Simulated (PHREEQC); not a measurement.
## Metal-bearing waste water

Solution (60 °C): 0.24 mol/kgw FeSO4, 3.6e-05 mol/kgw CaCl2, 0.0045 mol/kgw H2SO4 and 0.0017 mol/kgw Na2SO4. Closed to the air; pH follows from the charge balance.

Computed with PHREEQC (ion-association model, phreeqc.dat).

This is a speciation only: nothing precipitates in the calculation.

What pH, specific conductance, density does the model give?

pH 3.03; specific conductance 27200 µS/cm; density 1.020 g/cm³.

In which forms is Fe present?

FeSO4 58 %, Fe+2 41 %, FeHSO4+ 0.7 % of the Fe.

Complexes and solids missing from the database can't appear. At this temperature some constants are extrapolated from 25 °C, and those without enthalpy data are left unchanged.
